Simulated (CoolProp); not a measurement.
Vapour-liquid equilibrium of ethane (1) + n-butane (2) at 0.1 MPa; x and y are mole fractions of (1).

Computed with CoolProp (multi-fluid Helmholtz-energy mixture model, Bücker 2006 and Bücker 2006; pair parameters Kunz 2012).

```csv
x,bubble temperature (K),y at the bubble point,dew temperature at overall composition x (K),liquid density (mol/L)
0.05,252.0,0.582,271.0,10.91
0.2,219.8,0.935,266.7,12.14
0.35,205.8,0.979,261.7,13.16
0.5,197.8,0.991,255.8,14.17
0.65,192.4,0.996,248.3,15.23
0.8,188.5,0.998,237.7,16.38
0.95,185.3,1.000,216.2,17.64
```

No azeotrope shows between x = 0.05 and 0.95.

The pair parameters rest on a limited set of measurements; away from them the model extrapolates. The gap from Raoult's law changes sign with composition, which may be real or a fault of the pair parameters; it wasn't checked against measurements.
